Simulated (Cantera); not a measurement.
Silicon carbide growth: Si(CH3)4 + HCl + H2

Feed: 1 mol Si(CH3)4, 2.6 mol HCl, 3.6 mol H2, equilibrated at 1752 °C and 160 Pa.

Equilibrium computed with Cantera from the NASA thermochemical tables; the gas is ideal and each condensed phase is pure. Candidate condensed phases: C, C6H6, C7H8, C8H18, Si, SiC; 109 gas species. The tables' values for SiCl, SiCl3 are old estimates; treat these amounts as uncertain. Rates play no part.

- x(H2) = 0.754
- x(HCl) = 0.186
- x(H) = 0.0418
- x(Cl) = 0.00766
- x(SiCl2) = 0.00643
- x(Si) = 0.00219
- x(C2H2 (acetylene)) = 0.000683
- x(SiCl) = 0.000495
- x(SiC2) = 0.000102
- n(C(graphite)) = 3.10 mol
- n(SiC(s)) = 0.882 mol
- gas amount = 12.54 mol
- log10 activity of Si(l) (absent) = -1.22
